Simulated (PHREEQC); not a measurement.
**Reverse-osmosis permeate**

Model water analysis in mg/kgw, 45 °C, pH 6.06, pe 10.3: Na 0.0875; K 1.07; Ca 0.0782; Mg 1.44; Cl 1.15; S(6) as SO4 0.476; Alkalinity as HCO3 7.21; B 0.00514.

Valence states are taken as typed.

Computed with PHREEQC (ion-association model, wateq4f.dat).

No solid was allowed to form.

### Question
Estimate the charge-balance error.

### Answer
charge-balance error -2.2 %.

### Question
In which forms is S present?

### Answer
SO4-2 98 %, MgSO4 1.9 % of the S.

At this temperature some constants are extrapolated from 25 °C, and those without enthalpy data are left unchanged.
